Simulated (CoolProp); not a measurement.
A single-stage vapour-compression cycle with R1132(E): evaporating at 251.15 K (dew point), condensing at 278.15 K (bubble point), superheat 2 K, subcooling 8 K, compressor efficiency 0.9, no pressure losses. Each further row changes one setting.

Model: reference Helmholtz-energy equation of state, Akasaka 2024, in CoolProp.

```
case                              cooling COP  pressure ratio  discharge temperature (K)  refrigerating effect (kJ/kg)  volumetric capacity (kJ/m³)
--------------------------------  -----------  --------------  -------------------------  ----------------------------  ---------------------------
as stated                                7.76            2.47                      296.1                           247                         3160
evaporating temperature 256.15 K         9.89            2.05                      292.8                           250                         3810
condensing temperature 273.15 K          9.73            2.12                      288.5                           255                         3270
subcooling 13 K                          8.03            2.47                      296.1                           255                         3270
superheat 12 K                           7.66            2.47                      306.5                           256                         3120
compressor efficiency 0.8                6.89            2.47                      299.8                           247                         3160
```
